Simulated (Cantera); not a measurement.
Input: 1 mol HgO, 0.15 mol N2, 4.3 mol H2, held at 925 K and 0.0133 bar.

These are equilibrium values from Cantera (NASA tables, ideal gas, pure condensed phases), not measurements of a reactor. Candidate condensed phases: H2O, Hg, HgO; 25 gas species. Rates play no part.

Base state: H2 0.606, H2O 0.183, Hg 0.183, N2 0.0275 (mole fractions); condensed: gas only.

Question: What changes in the equilibrium state with this change: HgO replaced by Pb?

Answer: 
| species | before | after |
|---|---|---|
| H2 | 0.606 | 0.966 |
| N2 | 0.0275 | 0.0337 |
| Pb | 0 | 0.000200 |
| Hg | 0.183 | 0 |
| H2O | 0.183 | 0 |
| Pb(l), mol | 0 | 0.999 |
Further candidate phases: Pb.

Question: What changes in the equilibrium state with this change: H2 from 4.3 to 0.47 mol?

Answer: 
```
species  before   after
-------  ------  ------
Hg        0.183   0.531
H2O       0.183   0.249
O2        <1e-9   0.141
H2        0.606   <1e-9
N2       0.0275  0.0796
```
